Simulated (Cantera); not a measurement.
A freely propagating, adiabatic, planar premixed flame of H₂ : O₂ : N₂ = 1 : 0.588 : 2.21 (molar parts), unburnt at 475 K and 1.68 atm; mixture-averaged transport, grid criteria slope 0.08 and curve 0.16, no radiation.

Detailed kinetics in Cantera: the H2/O2 subset of GRI-Mech 3.0, which has no nitrogen chemistry. Burning velocities carry a grid error of a few per cent, more on coarse grids.

**Question.** Predict: laminar burning velocity; thermal thickness; peak x(H); peak x(HO₂); peak x(H₂O₂); peak x(O).

**Answer.** laminar burning velocity: 407 cm/s
thermal thickness: 0.208 mm
peak x(H): 0.0314
peak x(HO₂): 0.000549
peak x(H₂O₂): 6.07e-5
peak x(O): 0.0110
